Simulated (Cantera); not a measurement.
Low-pressure radical oxidation in H2/O2

An isothermal, constant-pressure homogeneous reactor starts with 9.20 % H2, 57.5 % O2, 33.3 % N2, at 998 K and 20.0 Torr.

Cantera simulation using GRI-Mech 3.0 (53 species, 325 reactions); the numbers are that mechanism's predictions, not measurements. Radical loss at walls, strong at low pressure, is not modelled. The temperature is held fixed by assumption; the heat of reaction is taken as removed at once.

```
t (s)         x H2   x O2     x N2O       x O       x H     x H2O
--------  --------  -----  --------  --------  --------  --------
2.00e-5     0.0920  0.575    <1e-12  1.57e-12  1.82e-11    <1e-12
6.59e-5     0.0920  0.575    <1e-12  1.49e-11  5.79e-11  9.34e-12
0.000217    0.0920  0.575    <1e-12  1.48e-10  2.66e-10  2.10e-10
0.000714    0.0920  0.575    <1e-12   5.50e-9   7.86e-9   1.30e-8
0.00235     0.0912  0.574  1.20e-12  0.000205  0.000294  0.000518
0.00775    0.00198  0.547   2.14e-9   0.00781   0.00571    0.0898
0.0255    0.000149  0.554   3.58e-9  0.000559   7.81e-5    0.0960
0.0840     1.21e-5  0.554   3.96e-9   4.43e-5   1.70e-6    0.0963
0.277      1.09e-6  0.554   4.08e-9   5.41e-6   7.34e-8    0.0964
0.911      1.30e-7  0.554   4.14e-9   9.68e-7   5.51e-9    0.0964
3.00       2.41e-8  0.554   4.18e-9   2.21e-7  5.97e-10    0.0964
```
x: mole fraction; the columns are a selection and need not sum to one.

Equilibrium at this temperature and pressure: H2 6.57e-11, O2 0.554, N2O 2.98e-10, O 6.79e-10, H <1e-12, H2O 0.0964 (gas phase only).
